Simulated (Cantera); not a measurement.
A perfectly stirred reactor is fed with 40.2 % H2, 11.8 % O2, 44.7 % N2, 3.30 % H2O, equivalence ratio 1.7, at 668 Torr; it is adiabatic with a 625 K inlet, and is followed from long to short residence time, starting on the burning branch (τ in s: 0.046, 0.022, 0.011, 0.0053, 0.0026, 0.0013, 0.00062, 0.0003, 0.00015, 7.2e-05, 3.5e-05).

Computed with Cantera and the H2/O2 subset of GRI-Mech 3.0, which has no nitrogen chemistry.

One state of this run: T (K) = 2241; x H2 = 0.180; x O2 = 0.000279; x H2O = 0.297; x H = 0.0167; x O = 0.000265; x HO2 = 1.97e-7. x: mole fraction; the columns are a selection and need not sum to one.

Problem. Which value of τ (s) does it belong to?
(A) 0.00062
(B) 0.0053
(C) 0.0013
(D) 7.2e-5

Solution. B, 0.0053
